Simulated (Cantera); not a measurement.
**Equilibrium for oxide etching and cleaning by halides: B₂O₃ + Cl₂ + H₂ + HCl**

Charge: 1 mol B₂O₃, 1 mol Cl₂, 8.3 mol H₂, 1.6 mol HCl, held at 1330 Pa.

Equilibrium computed with Cantera from the NASA thermochemical tables; the gas is ideal and each condensed phase is pure. Candidate condensed phases: B, B₂O₃, B₃O₃H₃, H₂O; 33 gas species. The tables' values for BOCl are old estimates; treat these amounts as uncertain. Kinetics and transport are ignored.

```csv
T (°C),log p H₂,log p HCl,log p HBO₂,log p HBO,log p BOCl,log p H₂O,log p B₂O₃,log p BCl₃,n B₂O₃(l)
550,-2.05,-2.36,-9.99,-11.79,-11.41,-6.87,<-13,-7.10,1.000
625,-2.05,-2.36,-8.92,-10.37,-10.09,-6.59,-13.85,-6.83,1.000
700,-2.05,-2.36,-8.01,-9.17,-8.99,-6.36,-12.05,-6.61,1.000
775,-2.05,-2.36,-7.25,-8.15,-8.04,-6.16,-10.52,-6.42,1.000
850,-2.05,-2.36,-6.59,-7.27,-7.22,-6.00,-9.21,-6.25,0.999
925,-2.05,-2.36,-6.02,-6.50,-6.51,-5.86,-8.06,-6.10,0.999
1000,-2.05,-2.36,-5.52,-5.83,-5.89,-5.72,-7.06,-5.99,0.997
1075,-2.05,-2.36,-5.05,-5.26,-5.37,-5.56,-6.18,-5.95,0.991
1150,-2.05,-2.36,-4.61,-4.78,-4.93,-5.36,-5.39,-6.01,0.974
```
log p: log10 of the partial pressure in bar; n: condensed amount in mol.

From 550 °C to 1150 °C the condensed part is B₂O₃(l). The main B-bearing gas is BCl₃ at 550 °C and HBO₂ at 1150 °C.
